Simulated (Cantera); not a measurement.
What does this Cantera script print?

```python
import numpy as np
import cantera as ct

gas = ct.Solution("gri30.yaml")
gas.TPX = 1375, 98000, {'N2O': 1, 'H2': 0.019, 'N2': 3.5}
reactor = ct.IdealGasConstPressureReactor(gas, energy="off", clone=False)
net = ct.ReactorNet([reactor])
net.rtol, net.atol = 1e-08, 1e-18
show = ['N2O', 'H2', 'OH', 'H2O', 'HO2', 'H2O2', 'O']
times = np.geomspace(7e-06, 200, 9)

steps = ct.SolutionArray(gas, extra=["t"])
rows = []
print(f"{'t/s':>10s}{'T/K':>9s}{'P/Pa':>11s}" + "".join(f"{s:>11s}" for s in show))
for t in times:
    while net.time < t:
        t_next = net.step()
        steps.append(gas.state, t=t_next)
    rows.append([np.interp(t, steps.t, y) for y in (steps.T, steps.P, *steps(*show).X.T)])
    print(f"{t:10.3e}{rows[-1][0]:9.1f}{rows[-1][1]:11.4g}" + "".join(f"{x:11.3e}" for x in rows[-1][2:]))
rate = np.gradient(steps.T, steps.t)
print("integrator steps:", len(steps.t))
if steps.T.max() > steps.T[0] + 200:
    print(f"time of steepest temperature rise: {steps.t[rate.argmax()]:.4e} s")
gas.TPX = 1375, 98000, {'N2O': 1, 'H2': 0.019, 'N2': 3.5}
gas.equilibrate("TP")
print(f"equilibrium (TP): T = {gas.T:.1f} K  " + "  ".join(f"{s} {gas[s].X[0]:.3e}" for s in show))
```

Output:

```
       t/s      T/K       P/Pa        N2O         H2         OH        H2O        HO2       H2O2          O
 7.000e-06   1375.0    9.8e+04  2.213e-01  4.203e-03  1.401e-06  4.048e-07  5.655e-09  1.765e-12  5.678e-06
 5.985e-05   1375.0    9.8e+04  2.210e-01  4.075e-03  3.238e-05  1.073e-04  1.227e-06  5.247e-09  1.083e-05
 5.118e-04   1375.0    9.8e+04  2.173e-01  1.494e-03  7.792e-05  2.660e-03  4.333e-06  4.410e-08  1.495e-05
 4.376e-03   1375.0    9.8e+04  2.063e-01  8.264e-06  3.166e-05  4.159e-03  1.366e-06  8.048e-09  1.688e-05
 3.742e-02   1375.0    9.8e+04  1.433e-01  1.480e-07  3.261e-05  4.048e-03  2.938e-07  6.453e-09  1.472e-05
 3.199e-01   1375.0    9.8e+04  1.440e-02  4.940e-08  1.703e-05  3.812e-03  5.334e-08  1.921e-09  4.011e-06
 2.736e+00   1375.0    9.8e+04  2.507e-07  4.048e-09  3.739e-06  3.791e-03  7.214e-09  1.034e-10  1.888e-07
 2.339e+01   1375.0    9.8e+04  2.207e-07  4.048e-09  3.739e-06  3.791e-03  7.215e-09  1.034e-10  1.888e-07
 2.000e+02   1375.0    9.8e+04  2.151e-07  4.043e-09  3.741e-06  3.791e-03  7.228e-09  1.035e-10  1.890e-07
integrator steps: 2069
equilibrium (TP): T = 1375.0 K  N2O 3.115e-08  H2 3.772e-09  OH 3.870e-06  H2O 3.791e-03  HO2 8.007e-09  H2O2 1.108e-10  O 2.023e-07
```

Cantera simulation using GRI-Mech 3.0 (53 species, 325 reactions); the numbers are that mechanism's predictions, not measurements. GRI-Mech 3.0 was tuned for natural gas; its chemistry of N2O as a main component is partial and can be far from experiment. The mechanism lacks the step 2 NO + O2 → 2 NO2, which can matter for NO2 below about 1400 K. The temperature is held fixed by assumption; the heat of reaction is taken as removed at once.
